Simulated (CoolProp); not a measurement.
Vapour-liquid equilibrium of CHF3 (R23) (1) + R134a (2) at 252 K; x and y are mole fractions of (1).

Model: multi-fluid Helmholtz-energy mixture model, Penoncello 2003 and Tillner-Roth 1994; pair parameters Bell 2016, in CoolProp.

```
x      bubble pressure, mixture model (bar)  bubble pressure, Raoult's law (bar)  y, mixture model  y, Raoult's law
-----  ------------------------------------  -----------------------------------  ----------------  ---------------
0.05                                  1.777                                1.872             0.311            0.359
0.125                                 2.554                                2.787             0.545            0.604
0.2                                   3.345                                3.702             0.673            0.727
0.275                                 4.153                                4.616             0.754            0.802
0.35                                  4.983                                5.531             0.810            0.852
0.425                                 5.838                                6.446             0.852            0.887
0.5                                   6.720                                7.360             0.885            0.914
0.575                                 7.631                                8.275             0.910            0.935
0.65                                  8.573                                9.190             0.932            0.952
0.725                                 9.548                                10.10             0.950            0.966
0.8                                   10.56                                11.02             0.966            0.977
0.875                                 11.60                                11.93             0.980            0.987
0.95                                  12.70                                12.85             0.992            0.995
```

The largest gap from Raoult's law is -10.0 % in bubble pressure, at x = 0.275. No azeotrope shows between x = 0.05 and 0.95.

The pair parameters rest on a limited set of measurements; away from them the model extrapolates.
